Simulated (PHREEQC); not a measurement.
A column of 0.5 m (40 cells, dispersivity 0.04 m, 300 s a shift, diffusion coefficient 3e-10 m²/s) holds 0.15 eq of the database's cation exchanger X per kg of pore water, first in equilibrium with 4.2 mmol/kgw CdCl2, 5.9 mmol/kgw NaCl and 0.01 mmol/kgw HCl. It is flushed with 1.2 mmol/kgw CaCl2, 27 mmol/kgw MgSO4 and 0.01 mmol/kgw HCl, at 40 °C. Values are for the last cell. CO2 from the air is kept out. No solid was allowed to form.

The series has 33 steps of pore volumes, from 0 to 8.012.

Equilibrium calculation in PHREEQC: ion-association model, phreeqc.dat.

Problem. After how many pore volumes does S at the outlet first reach half of its feed value?

Solution. By 1.0 pore volumes.

Problem. After how many pore volumes does Mg at the outlet first reach half of its feed value?

Solution. By 3.3 pore volumes.

Problem. After how many pore volumes does Ca at the outlet first reach half of its feed value?

Solution. By 5.8 pore volumes.

Complexes and solids missing from the database can't appear. Away from 25 °C the constants follow the database's enthalpies or fits; those with neither stay at their 25 °C values.
